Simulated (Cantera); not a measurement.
An adiabatic, constant-volume homogeneous reactor starts with CH4 : O2 : N2 : H2O = 1 : 3.08 : 11.6 : 0.88 (molar parts), equivalence ratio 0.65, at 1675 K and 458 Torr.

Cantera simulation using GRI-Mech 3.0 (53 species, 325 reactions); the numbers are that mechanism's predictions, not measurements.

Task: Predict: time of steepest temperature rise; temperature at 0.600 s; equilibrium temperature; x(O2) at 0.600 s; x(H2O) at 0.600 s; x(HO2) at 0.600 s.

Result: 
```json
{
 "time_of_steepest_temperature_rise": "0.367 ms",
 "temperature at 0.600 s": "2696 K",
 "equilibrium_temperature": "2696 K",
 "x(O2) at 0.600 s": "0.0596 (gas-phase equilibrium 0.0596)",
 "x(H2O) at 0.600 s": "0.147 (gas-phase equilibrium 0.147)",
 "x(HO2) at 0.600 s": "1.08e-5 (gas-phase equilibrium 1.08e-5)"
}
```
